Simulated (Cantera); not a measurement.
Charge: 1 mol SO2, 0.053 mol O2, equilibrated at 775 °C and 0.000430 bar.

These are equilibrium values from Cantera (NASA tables, ideal gas, pure condensed phases), not measurements of a reactor. Candidate condensed phases: S; 10 gas species. Kinetics and transport are ignored.

Base state: SO2 0.947, O2 0.0482, SO3 0.00455 (mole fractions); condensed: gas only.

What changes in the equilibrium state with this change: SO2 replaced by HI?


| species | before | after |
|---|---|---|
| I | 0 | 0.480 |
| HI | 0 | 0.253 |
| H2 | 0 | 0.173 |
| SO2 | 0.947 | 0 |
| H2O | 0 | 0.0806 |
| O2 | 0.0482 | <1e-9 |
| I2 | 0 | 0.0138 |
| SO3 | 0.00455 | 0 |
Further candidate phases: H2O, I2.
